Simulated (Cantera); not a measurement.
A closed system holds: 1 mol Si, 0.65 mol NF₃, held at 452 °C and 195 Torr.

Cantera equilibrium calculation (NASA polynomials, part measured and part estimated; ideal gas, pure solids and liquids). Candidate condensed phases: Si, Si₃N₄; 16 gas species. Kinetics and transport are ignored.

Base state: SiF₄ 1.000 (mole fractions); condensed: Si(s) + Si₃N₄(s).

Task: What changes in the equilibrium state with this change: 0.054 mol Cl₂ added?

Result: 
```json
[
 {"species": "SiF₄", "before": "1.000", "after": "0.945"},
 {"species": "SiCl₄", "before": "0", "after": "0.0523"},
 {"species": "N₂", "before": "<1e-9", "after": "0.00258"},
 {"species": "Si(s), mol", "before": "0.0250", "after": "0"},
 {"species": "Si₃N₄(s), mol", "before": "0.163", "after": "0.162"}
]
```

Task: What changes in the equilibrium state with this change: NF₃ from 0.65 to 4.8 mol?

Result: 
```json
[
 {"species": "NF₃", "before": "<1e-9", "after": "0.555"},
 {"species": "SiF₄", "before": "1.000", "after": "0.181"},
 {"species": "N₂", "before": "<1e-9", "after": "0.156"},
 {"species": "F₂", "before": "<1e-9", "after": "0.107"},
 {"species": "F", "before": "<1e-9", "after": "0.00149"},
 {"species": "Si(s), mol", "before": "0.0250", "after": "0"},
 {"species": "Si₃N₄(s), mol", "before": "0.163", "after": "0"}
]
```
